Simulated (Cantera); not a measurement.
Charge: 1 mol HMDSO, 7 mol H2O, 14 mol H2, 8.3 mol CO2, equilibrated at 900 K and 1330 Pa.

Method: chemical equilibrium by Gibbs-energy minimisation in Cantera with the NASA 1993 tables (ideal gas, pure condensed phases). Candidate condensed phases: C, C6H6, C7H8, C8H18, H2O, Si, SiC, SiO2; 123 gas species. The feed counts by its element totals alone. Equilibrium is a limit: real reactors are often held back by kinetics, nucleation or transport.

Base state: H2 0.605, CO 0.253, H2O 0.0725, CO2 0.0698, CH4 0.000104 (mole fractions); condensed: SiO2(β-quartz).

Question: What changes in the equilibrium state with this change: temperature from 900 K to 1773 K?

Answer: 
| species | before | after |
|---|---|---|
| H2 | 0.605 | 0.551 |
| CO | 0.253 | 0.304 |
| H2O | 0.0725 | 0.124 |
| CO2 | 0.0698 | 0.0184 |
| SiO | <1e-9 | 0.000428 |
| H | <1e-9 | 0.00183 |
| CH4 | 0.000104 | <1e-9 |
| OH | <1e-9 | 2.55e-5 |
| SiO2(β-quartz), mol | 2.00 | 0 |
| SiO2(condensed), mol | 0 | 1.98 |
The tables hold silica as quartz up to 1696 K and as liquid above; real silica turns to tridymite and cristobalite and melts near 1996 K.
